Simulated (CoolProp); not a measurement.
Vapour-liquid equilibrium of n-hexane (1) + p-xylene (2) at 362 K; x and y are mole fractions of (1).

Computed with CoolProp (multi-fluid Helmholtz-energy mixture model, Thol 2019 and Zhou 2012; pair parameters Bell 2016).

```
x     bubble pressure (bar)  y at the bubble point  dew pressure at overall composition x (bar)  liquid density (mol/L)
----  ---------------------  ---------------------  -------------------------------------------  ----------------------
0.05                 0.3214                  0.352                                       0.2279                   7.509
0.2                  0.6056                  0.702                                       0.2665                   7.426
0.35                 0.8571             (withheld)                                   (withheld)                   7.337
0.5                   1.087                  0.885                                   (withheld)                   7.243
0.65                  1.305                  0.928                                   (withheld)                   7.142
0.8                   1.523                  0.962                                       0.7989                   7.034
0.95                  1.751                  0.991                                   (withheld)              (withheld)
```

### Question
What belongs in the gaps?

### Answer

- 0.35, y at the bubble point: 0.821
- 0.35, dew pressure at overall composition x (bar): 0.3205
- 0.5, dew pressure at overall composition x (bar): 0.4017
- 0.65, dew pressure at overall composition x (bar): 0.5364
- 0.95, dew pressure at overall composition x (bar): 1.441
- 0.95, liquid density (mol/L): 6.920

No azeotrope shows between x = 0.05 and 0.95.

The pair parameters rest on a limited set of measurements; away from them the model extrapolates.
